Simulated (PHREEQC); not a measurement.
NaOH is added in steps, without added water, to 1 kg of water holding 0.017 mol/kgw HF, 0.00015 mol/kgw CsF and 3.7e-05 mol/kgw H2SiF6, at 25 °C. Oxygen alone is held at its pressure in air (log pO2 = -0.68). CO2 from the air is kept out. Only these solids could form: Chalcedony.

Base run: PHREEQC, ion-association model, wateq4f.dat. Each further column changes one thing. The table gives F- (mol/kgw).

```csv
NaOH added (mol),base,Davies equation for every ion,Debye-Hückel limiting law,all activity coefficients set to 1,metal-ligand complexes left out
0,0.00308,0.00309,0.00310,0.00292,0.00308
0.00975,0.0100,0.0101,0.0101,0.00995,0.0101
0.01625,0.0162,0.0162,0.0162,0.0162,0.0163
0.026,0.0172,0.0172,0.0172,0.0171,0.0174
0.03575,0.0171,0.0171,0.0171,0.0170,0.0174
0.04225,0.0171,0.0171,0.0171,0.0170,0.0174
0.052,0.0170,0.0170,0.0171,0.0169,0.0174
```

SiF6-2 is the database's only silicon fluoride. wateq4f.dat counts part of the HF as a dimer, H2F2, which phreeqc.dat doesn't know; its constant is uncertain.
